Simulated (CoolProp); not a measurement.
Propane along the isobar 0.101 MPa: density (kg/m³) from the reference equation and from simpler models built on Tc = 369.9 K, pc = 4.251 MPa, ω = 0.152; each cubic takes its own stable root.

Computed with CoolProp (reference Helmholtz-energy equation of state, Lemmon 2009).

```tsv
T (K)	phase	reference	Redlich-Kwong	Soave-Redlich-Kwong
111.2	liquid	___	654.8	652.7
125.8	liquid	692.0	644.4	643.3
140.3	liquid	___	633.3	633.3
154.9	liquid	662.5	621.2	___
169.4	liquid	647.7	608.3	___
183.9	liquid	___	594.5	598.4
198.5	liquid	617.1	579.5	584.8
213	liquid	601.3	563.6	570.2
227.6	liquid	584.8	2.431	554.2
242.1	gas	2.285	2.273	2.277
256.7	gas	2.143	2.135	___
271.2	gas	2.019	2.015	2.016
285.7	gas	1.910	1.907	1.909
```

Q: Some entries are withheld; supply them.

A: 
- 111.2, reference: 706.8
- 140.3, reference: 677.3
- 154.9, Soave-Redlich-Kwong: 622.5
- 169.4, Soave-Redlich-Kwong: 610.9
- 183.9, reference: 632.6
- 256.7, Soave-Redlich-Kwong: 2.138

At some of these states Redlich-Kwong gives the other phase, because its saturation line lies elsewhere.
